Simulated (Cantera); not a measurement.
## Cu2O + CH4 + CO + C (carbothermic reduction)

A closed system holds: 1 mol Cu2O, 3.1 mol CH4, 0.054 mol CO, 8 mol C, held at 56.0 Pa.

These are equilibrium values from Cantera (NASA tables, ideal gas, pure condensed phases), not measurements of a reactor. Candidate condensed phases: C, C6H6, C7H8, C8H18, Cu, CuO, Cu(OH)2, Cu2O, H2O; 113 gas species. Kinetics and transport are ignored.

| T (K) | log p H2 | log p H | log p Cu | log p CO | log p C2H2 (acetylene) | log p H2O | log p CO2 | log p CH4 | n C(graphite) | n Cu(s) | n Cu(l) |
|---|---|---|---|---|---|---|---|---|---|---|---|
| 800 | -3.32 | -13.20 | -15.17 | -4.10 | -15.21 | -6.05 | -6.20 | -6.51 | 10.1 | 2.00 | 0 |
| 950 | -3.32 | -10.91 | -11.72 | -4.09 | -12.88 | -7.44 | -7.96 | -7.42 | 10.1 | 2.00 | 0 |
| 1100 | -3.32 | -9.25 | -9.23 | -4.09 | -11.20 | -8.46 | -9.23 | -8.08 | 10.1 | 2.00 | 0 |
| 1250 | -3.32 | -7.98 | -7.33 | -4.09 | -9.92 | -9.23 | -10.20 | -8.60 | 10.1 | 2.00 | 0 |
| 1400 | -3.32 | -6.97 | -5.87 | -4.09 | -8.92 | -9.84 | -10.95 | -9.01 | 10.1 | 0 | 1.98 |
| 1550 | -3.34 | -6.17 | -4.73 | -4.10 | -8.13 | -10.36 | -11.57 | -9.36 | 10.1 | 0 | 1.75 |
| 1700 | -3.43 | -5.55 | -3.92 | -4.20 | -7.56 | -10.94 | -12.24 | -9.82 | 10.1 | 0 | 0 |
| 1850 | -3.44 | -4.99 | -3.92 | -4.20 | -7.02 | -11.28 | -12.65 | -10.06 | 10.1 | 0 | 0 |
| 2000 | -3.46 | -4.52 | -3.93 | -4.21 | -6.57 | -11.59 | -13.01 | -10.29 | 10.1 | 0 | 0 |
| 2150 | -3.51 | -4.13 | -3.95 | -4.23 | -6.22 | -11.90 | -13.33 | -10.54 | 10.1 | 0 | 0 |
| 2300 | -3.61 | -3.82 | -3.98 | -4.26 | -5.97 | -12.24 | -13.64 | -10.88 | 10.1 | 0 | 0 |
log p: log10 of the partial pressure in bar; n: condensed amount in mol.

From 800 K to 1250 K the condensed part is C(graphite) + Cu(s). From 1400 K to 1550 K the condensed part is C(graphite) + Cu(l). From 1700 K to 2300 K the condensed part is C(graphite).
